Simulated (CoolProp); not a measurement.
The numbers come from the reference Helmholtz-energy equation of state, Lemmon 2006 in CoolProp. It is a short technical equation, of lower accuracy than the large ones.

Q: Give the vapour pressure (MPa), liquid density (kg/m³), vapour density (kg/m³), enthalpy of vaporisation (kJ/kg) of saturated carbon monoxide at 114.3, 127.2 K.

A: 
```
T (K)  p (MPa)  liquid density (kg/m³)  vapour density (kg/m³)  enthalpy of vaporisation (kJ/kg)
-----  -------  ----------------------  ----------------------  --------------------------------
114.3     1.38                     619                    54.9                               149
127.2     2.69                     500                     129                              93.4
```
